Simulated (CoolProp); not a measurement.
Saturated liquid density (kg/m³) of n-butane: the reference equation beside estimates from Tc = 425.1 K, pc = 3.796 MPa, ω = 0.201. Rackett uses Z = 0.29056 − 0.08775 ω.

Values from CoolProp's reference Helmholtz-energy equation of state, Bücker 2006.

| T (K) | reference | Rackett | Peng-Robinson |
|---|---|---|---|
| 284.8 | 588.0 | 589.0 | 619.3 |
| 296.3 | 575.0 | [?] | 604.4 |
| 307.8 | 561.4 | 561.9 | 588.3 |
| 319.3 | 547.2 | 547.4 | [?] |
| 330.7 | 532.4 | 532.3 | 552.1 |
| 342.2 | 516.6 | 516.2 | 531.5 |
| 353.7 | 499.6 | 498.9 | 508.7 |
| 365.2 | 481.0 | 480.2 | 483.3 |
| 376.7 | 460.5 | 459.6 | [?] |
| 388.2 | 437.2 | 436.3 | 422.0 |
| 399.7 | 409.3 | 408.7 | 383.2 |

Fill in the missing entries.


- 296.3, Rackett: 575.7
- 319.3, Peng-Robinson: 570.9
- 376.7, Peng-Robinson: 454.8

Absolute difference from the reference over all 11 rows, mean and median: Rackett 0.1 and 0.1 %, Peng-Robinson 3.6 and 3.7 %.
